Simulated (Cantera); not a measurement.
Gas mixture: C2H4 : H2O : NH3 = 0.27 : 0.17 : 0.93 (molar parts), at 1.50 bar, frozen composition.

Cantera's kinetic-theory transport with the Lennard-Jones parameters of GRI-Mech 3.0, ideal gas; thermal conductivity in the multicomponent form. Polar gases are described roughly by these parameters. The composition is frozen, though it would react at the higher temperatures.

One state of this run: ρ (kg/m³) = 0.387; cp (J/kg/K) = 3055; μ (µPa s) = 29.8; λ (mW/m/K) = 126; Pr = 0.725; D (cm²/s) H2 = 3.50; D (cm²/s) N2 = 1.02; D (cm²/s) H2O = 1.13. D: mixture-averaged diffusion coefficient of that species in the mixture.

**Question.** Which value of T (K) does it belong to?
A. 900
B. 1150
C. 1900
D. 1650

**Answer.** A, 900
